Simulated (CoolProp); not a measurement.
Properties of R245fa at several states (Tc = 427.0 K, pc = 3651 kPa, ω = 0.378).

The numbers come from the reference Helmholtz-energy equation of state, Akasaka 2015 in CoolProp.

| T (K) | p (kPa) | phase | density (kg/m³) | cv (kJ/(kg K)) | isothermal compressibility (1/MPa) | conductivity (mW/(m K)) | fugacity coefficient |
|---|---|---|---|---|---|---|---|
| 209.7 | 910 | liquid | ___ | 0.8070 | 0.0008194 | ___ | 0.001126 |
| 263.3 | 53.2 | liquid | 1429 | 0.8712 | 0.001503 | 103 | 0.6151 |
| 277 | 19900 | liquid | 1436 | ___ | 0.001294 | 106 | 0.006977 |
| 391.2 | 17900 | liquid | 1159 | ___ | ___ | ___ | 0.1447 |
| 420.1 | 36 | gas | 1.386 | 1.010 | 27.88 | 27.0 | 0.9965 |

Q: Some entries are withheld; supply them.

A: 
- 209.7, density (kg/m³): 1557
- 209.7, conductivity (mW/(m K)): 121
- 277, cv (kJ/(kg K)): 0.8977
- 391.2, cv (kJ/(kg K)): 1.064
- 391.2, isothermal compressibility (1/MPa): 0.004669
- 391.2, conductivity (mW/(m K)): 78.9

Thermal conductivity comes from a separate model (Huber 2003), an estimate that may be off by 10 % or more.
